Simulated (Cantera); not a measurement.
Source: NASA polynomial tables (part measured, part estimated), evaluated in Cantera. Values are per mole of reaction as written; species without (g) are pure solids or liquids, kept so even where they would boil at 1 bar.

4 NH3(g) + 3 ZrO2 = 3 Zr + 4 N(g) + 6 H2O(g), with ΔH° = 3916.0 kJ and ΔS° = 940.9 J/K at 300 K.

How far is the shortcut ΔG° ≈ ΔH°(300 K) − T·ΔS°(300 K) from the full temperature-dependent value at 1048, 1073, 1098, 1123, 1148, 1173, 1198, 1223 K?


| T (K) | shortcut (kJ) | full (kJ) | difference (kJ) | difference in log10 K | condensed phases |
|---|---|---|---|---|---|
| 1048 | 2930.0 | 2924.1 | 5.9 | -0.29 | ZrO2(monoclinic), Zr(α) |
| 1073 | 2906.5 | 2900.6 | 5.9 | -0.29 | ZrO2(monoclinic), Zr(α) |
| 1098 | 2883.0 | 2877.1 | 5.9 | -0.28 | ZrO2(monoclinic), Zr(α) |
| 1123 | 2859.4 | 2853.6 | 5.8 | -0.27 | ZrO2(monoclinic), Zr(α) |
| 1148 | 2835.9 | 2830.0 | 5.9 | -0.27 | ZrO2(monoclinic), Zr(β) |
| 1173 | 2812.4 | 2806.3 | 6.1 | -0.27 | ZrO2(monoclinic), Zr(β) |
| 1198 | 2788.9 | 2782.6 | 6.3 | -0.27 | ZrO2(monoclinic), Zr(β) |
| 1223 | 2765.3 | 2758.9 | 6.4 | -0.28 | ZrO2(monoclinic), Zr(β) |
The shortcut ignores heat capacities and the phase changes listed.
